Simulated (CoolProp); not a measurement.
R143a at 293.15 K and 2.03 MPa is throttled through a valve to 1.21 MPa with no heat exchange. Each further row changes one setting.

Model: reference Helmholtz-energy equation of state, Lemmon and Jacobsen 2000, in CoolProp.

```tsv
case	temperature change (K)	final phase	final density (kg/m³)
as stated	-0.1	liquid	952
outlet pressure 0.363 MPa	[?]	[?]	57.7
outlet pressure 1.57 MPa	-0.1	liquid	[?]
```

Q: Fill in the missing entries.

A: 
- outlet pressure 0.363 MPa, temperature change (K): -36.1
- outlet pressure 0.363 MPa, final phase: two-phase, vapour fraction 0.268
- outlet pressure 1.57 MPa, final density (kg/m³): 955
